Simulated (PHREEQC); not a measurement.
Consider water at 25 °C with 0.019 mol/kgw Ni(NO3)2, 0.045 mol/kgw H3BO3 and 0.085 mol/kgw H2SO4. Closed to the air; pH follows from the charge balance.

Equilibrium calculation in PHREEQC: ion-association model, wateq4f.dat.

Each row changes one thing in this solution. This is a speciation only: nothing precipitates in the calculation.

| case | pH | ionic strength (mol/kgw) | HSO4- (mol/kgw) | SO4-2 (mol/kgw) |
|---|---|---|---|---|
| as made | 1.06 | 0.168 | 0.0625 | 0.0177 |
| 0.03 mol/kgw NaBr added | 1.06 | 0.199 | 0.0616 | 0.0182 |
| H3BO3 left out | 1.06 | 0.168 | 0.0625 | 0.0177 |
| Ni(NO3)2 left out | 1.07 | 0.121 | … | 0.0179 |
| H3BO3 from 0.045 to 0.0495 mol/kgw | 1.06 | 0.168 | 0.0625 | 0.0177 |
| 0.0089 mol/kgw CO2 added | 1.06 | 0.168 | 0.0625 | 0.0177 |
| temperature from 25 to 15 °C | 1.05 | 0.172 | … | … |
| diluted 5-fold with water | 1.66 | 0.0409 | 0.00887 | 0.00719 |
| diluted 2-fold with water | 1.32 | … | … | 0.0123 |

Some entries are withheld; supply them.


- Ni(NO3)2 left out, HSO4- (mol/kgw): 0.0671
- temperature from 25 to 15 °C, HSO4- (mol/kgw): 0.0598
- temperature from 25 to 15 °C, SO4-2 (mol/kgw): 0.0202
- diluted 2-fold with water, ionic strength (mol/kgw): 0.0906
- diluted 2-fold with water, HSO4- (mol/kgw): 0.0278
